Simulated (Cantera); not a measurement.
Feed: 1 mol PbO, 0.17 mol N₂, at 325 °C and 15.0 Pa.

These are equilibrium values from Cantera (NASA tables, ideal gas, pure condensed phases), not measurements of a reactor. Candidate condensed phases: Pb, PbO, PbO₂, Pb₃O₄; 12 gas species. Kinetics and transport are ignored.

Base state: N₂ 1.00 (mole fractions); condensed: PbO(red).

Question: What changes in the equilibrium state with this change: temperature from 325 °C to 802 °C?

Answer: 
```tsv
species	before	after
N₂	1.00	0.974
PbO	<1e-9	0.0205
Pb	<1e-9	0.00359
O₂	<1e-9	0.00179
PbO(red), mol	1.00	0
PbO(yellow), mol	0	0.996
```
